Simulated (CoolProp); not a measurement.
The numbers come from the reference Helmholtz-energy equation of state, Wagner 2002 in CoolProp.

Question: For water, give the phase and the conductivity (mW/(m K)) at 803.8 K and 2.9 MPa; 450 K and 63.1 MPa.

Answer: 
- 803.8 K and 2.9 MPa: gas; conductivity 72.6
- 450 K and 63.1 MPa: liquid; conductivity 716

Thermal conductivity comes from a separate model (Huber 2012).
